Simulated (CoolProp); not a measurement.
Vapour-liquid equilibrium of n-butane (1) + cis-2-butene (2) at 1.58 MPa; x and y are mole fractions of (1).

Model: multi-fluid Helmholtz-energy mixture model, Bücker 2006 and Lemmon 2005; pair parameters Bell 2016, in CoolProp.

```json
[
 {"x": "0.05", "bubble temperature, mixture model (°C)": "105.1", "bubble temperature, Raoult's law (°C)": "105.3", "y, mixture model": "0.054", "y, Raoult's law": "0.053"},
 {"x": "0.125", "bubble temperature, mixture model (°C)": "104.6", "bubble temperature, Raoult's law (°C)": "105.0", "y, mixture model": "0.134", "y, Raoult's law": "0.133"},
 {"x": "0.2", "bubble temperature, mixture model (°C)": "104.2", "bubble temperature, Raoult's law (°C)": "104.7", "y, mixture model": "0.212", "y, Raoult's law": "0.212"},
 {"x": "0.275", "bubble temperature, mixture model (°C)": "103.8", "bubble temperature, Raoult's law (°C)": "104.5", "y, mixture model": "0.288", "y, Raoult's law": "0.289"},
 {"x": "0.35", "bubble temperature, mixture model (°C)": "103.5", "bubble temperature, Raoult's law (°C)": "104.2", "y, mixture model": "0.363", "y, Raoult's law": "0.366"},
 {"x": "0.425", "bubble temperature, mixture model (°C)": "103.2", "bubble temperature, Raoult's law (°C)": "103.9", "y, mixture model": "0.437", "y, Raoult's law": "0.443"},
 {"x": "0.5", "bubble temperature, mixture model (°C)": "102.9", "bubble temperature, Raoult's law (°C)": "103.6", "y, mixture model": "0.511", "y, Raoult's law": "0.518"},
 {"x": "0.575", "bubble temperature, mixture model (°C)": "102.7", "bubble temperature, Raoult's law (°C)": "103.3", "y, mixture model": "0.584", "y, Raoult's law": "0.592"},
 {"x": "0.65", "bubble temperature, mixture model (°C)": "102.5", "bubble temperature, Raoult's law (°C)": "103.1", "y, mixture model": "0.657", "y, Raoult's law": "0.666"},
 {"x": "0.725", "bubble temperature, mixture model (°C)": "102.3", "bubble temperature, Raoult's law (°C)": "102.8", "y, mixture model": "0.731", "y, Raoult's law": "0.739"},
 {"x": "0.8", "bubble temperature, mixture model (°C)": "102.1", "bubble temperature, Raoult's law (°C)": "102.5", "y, mixture model": "0.804", "y, Raoult's law": "0.811"},
 {"x": "0.875", "bubble temperature, mixture model (°C)": "102.0", "bubble temperature, Raoult's law (°C)": "102.2", "y, mixture model": "0.877", "y, Raoult's law": "0.883"},
 {"x": "0.95", "bubble temperature, mixture model (°C)": "101.9", "bubble temperature, Raoult's law (°C)": "102.0", "y, mixture model": "0.951", "y, Raoult's law": "0.953"}
]
```

The largest gap from Raoult's law is -0.7 K in bubble temperature, at x = 0.425. No azeotrope shows between x = 0.05 and 0.95.

Pair parameters are fitted to limited data, so mixtures are less certain than the pure fluids.
